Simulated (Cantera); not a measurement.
**Moist CO burnout**

An isothermal, constant-pressure homogeneous reactor starts with CO : O₂ : H₂O : N₂ = 0.021 : 0.032 : 0.026 : 1 (molar parts), equivalence ratio 0.33, at 1050 K and 1.01 bar.

Detailed kinetics in Cantera: GRI-Mech 3.0 (53 species, 325 reactions).

```json
[
 {"t (s)": "0.000300", "x CO": "0.0195", "x O₂": "0.0297", "x H₂O": "0.0241", "x H": "4.74e-11", "x H₂O₂": "<1e-12", "x NO": "<1e-12"},
 {"t (s)": "0.000827", "x CO": "0.0195", "x O₂": "0.0297", "x H₂O": "0.0241", "x H": "2.23e-10", "x H₂O₂": "<1e-12", "x NO": "<1e-12"},
 {"t (s)": "0.00228", "x CO": "0.0195", "x O₂": "0.0297", "x H₂O": "0.0241", "x H": "2.43e-9", "x H₂O₂": "7.97e-12", "x NO": "<1e-12"},
 {"t (s)": "0.00628", "x CO": "0.0194", "x O₂": "0.0296", "x H₂O": "0.0241", "x H": "8.05e-7", "x H₂O₂": "2.42e-7", "x NO": "1.26e-12"},
 {"t (s)": "0.0173", "x CO": "0.0137", "x O₂": "0.0269", "x H₂O": "0.0240", "x H": "1.25e-5", "x H₂O₂": "9.74e-7", "x NO": "5.63e-9"},
 {"t (s)": "0.0477", "x CO": "0.00516", "x O₂": "0.0227", "x H₂O": "0.0242", "x H": "3.49e-6", "x H₂O₂": "8.84e-7", "x NO": "1.34e-8"},
 {"t (s)": "0.132", "x CO": "0.00133", "x O₂": "0.0208", "x H₂O": "0.0243", "x H": "4.53e-7", "x H₂O₂": "4.30e-7", "x NO": "1.47e-8"},
 {"t (s)": "0.363", "x CO": "0.000258", "x O₂": "0.0202", "x H₂O": "0.0243", "x H": "4.02e-8", "x H₂O₂": "6.45e-8", "x NO": "1.25e-8"},
 {"t (s)": "1.00", "x CO": "3.62e-5", "x O₂": "0.0201", "x H₂O": "0.0243", "x H": "2.52e-9", "x H₂O₂": "3.77e-9", "x NO": "1.08e-8"}
]
```
x: mole fraction; the columns are a selection and need not sum to one.

Equilibrium at this temperature and pressure: CO 4.26e-11, O₂ 0.0201, H₂O 0.0243, H <1e-12, H₂O₂ 1.80e-11, NO 1.79e-5 (gas phase only).
